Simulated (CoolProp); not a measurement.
A single-stage vapour-compression cycle with the fluid: evaporating at 329.15 K (dew point), condensing at 353.15 K (bubble point), superheat 0 K, subcooling 0 K, compressor efficiency 0.8, no pressure losses. The same conditions are run with several fluids, on thermodynamics alone (safety and materials aside).

Values from CoolProp's reference Helmholtz-energy equation of state of each fluid (n-pentane: Thol 2019; toluene: Lemmon 2006; n-perfluorohexane: Gao 2022; R142b: Lemmon 2006; dimethyl ether: Wu 2011; n-hexane: Thol 2019).

| fluid | cooling COP | pressure ratio | discharge temperature (K) | refrigerating effect (kJ/kg) | volumetric capacity (kJ/m³) |
|---|---|---|---|---|---|
| n-pentane | 9.73 | (withheld) | 353.1 | (withheld) | 1510 |
| toluene | (withheld) | 2.46 | 356.2 | 350 | 188 |
| n-perfluorohexane | 8.74 | 2.12 | 353.1 | 58.0 | 744 |
| R142b | 9.25 | 1.74 | 355.6 | 143 | (withheld) |
| dimethyl ether | 9.11 | 1.69 | 359.9 | 282 | 7850 |
| n-hexane | 9.85 | 2.14 | 353.2 | (withheld) | 622 |

**Question.** Complete the blanks.

**Answer.** 
- n-pentane, pressure ratio: 1.93
- n-pentane, refrigerating effect (kJ/kg): 280
- toluene, cooling COP: 10.3
- R142b, volumetric capacity (kJ/m³): 5020
- n-hexane, refrigerating effect (kJ/kg): 285

The compression ends wet for: n-pentane; n-perfluorohexane; n-hexane.
